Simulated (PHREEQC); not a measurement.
1 kg of water holding 8 mmol/kgw CaCl2, 8.7 mmol/kgw MgCl2 and 9.3 mmol/kgw KCl is evaporated at 50 °C; the solids stay in contact with the brine. The system is closed to CO2. Solids allowed: Bischofite, Brucite, Carnallite, Portlandite, Sylvite, MgCl2_4H2O. Others were left out.

The numbers come from PHREEQC with the Pitzer model, pitzer.dat.

```csv
water left (kg),ionic strength,water activity,Ca in solution (mol/kgw),Cl in solution (mol/kgw),Mg in solution (mol/kgw)
1,0.0594,0.999,0.00800,0.0427,0.00870
0.8219,0.0723,0.999,0.00973,0.0520,0.0106
0.6755,0.0879,0.998,0.0118,0.0632,0.0129
0.4563,0.130,0.998,0.0175,0.0936,0.0191
0.375,0.158,0.997,0.0213,0.114,0.0232
0.3082,0.193,0.997,0.0260,0.139,0.0282
0.2533,0.234,0.996,0.0316,0.169,0.0343
0.2082,0.285,0.995,0.0384,0.205,0.0418
0.1711,0.347,0.994,0.0467,0.250,0.0508
0.1156,0.514,0.991,0.0692,0.369,0.0753
0.09502,0.625,0.989,0.0842,0.449,0.0916
0.07809,0.761,0.986,0.102,0.547,0.111
0.06418,0.926,0.983,0.125,0.665,0.136
0.05275,1.13,0.979,0.152,0.809,0.165
0.04335,1.37,0.974,0.185,0.985,0.201
0.0293,2.03,0.961,0.273,1.46,0.297
0.02407,2.47,0.951,0.332,1.77,0.361
0.01979,3.00,0.938,0.404,2.16,0.440
0.01627,3.65,0.922,0.492,2.62,0.535
0.01337,4.44,0.900,0.598,3.19,0.651
0.01099,5.40,0.872,0.728,3.88,0.791
0.007426,8.00,0.785,1.08,5.75,1.17
0.006093,9.75,0.722,1.31,7.01,1.43
0.005012,11.9,0.644,1.60,8.52,1.74
```

At this temperature some constants are extrapolated from 25 °C, and those without enthalpy data are left unchanged.
